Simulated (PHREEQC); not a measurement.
A solution holds 0.0056 mol CuCl2, 0.027 mol HNO3 and 8.8e-05 mol NaCl per kg of water, at 25 °C. It is in equilibrium with CO2 at log p = -3.4 (atm). Otherwise closed; pH follows from the charge balance.

All values are PHREEQC results (ion-association model, phreeqc.dat), not measurements.

No solid was allowed to form.

**Question.** What pH does the model give?

**Answer.** pH 1.64.

**Question.** In which forms is Cu present?

**Answer.** Cu+2 99 %, CuCl+ 1.5 % of the Cu.

Species that the database lacks are ignored.
